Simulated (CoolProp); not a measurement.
Aqueous lithium chloride as a coolant, at -5 °C, 1 atm.

Model: Melinder's fits for secondary coolants, in CoolProp.

```csv
mass %,freezing point (°C),cp (kJ/(kg K)),conductivity (W/(m K)),viscosity (mPa s),Prandtl number
7,-7.7,3.798,0.540,2.57,18.1
8.7,-10.1,3.699,0.537,2.72,18.7
10.4,-12.9,3.601,0.535,2.89,19.5
12.1,-16.3,3.505,0.532,3.07,20.3
13.8,-20.4,3.411,0.529,3.28,21.1
15.5,-25.5,3.320,0.526,3.50,22.1
17.2,-31.7,3.234,0.523,3.74,23.2
18.9,-38.8,3.155,0.520,4.01,24.4
```
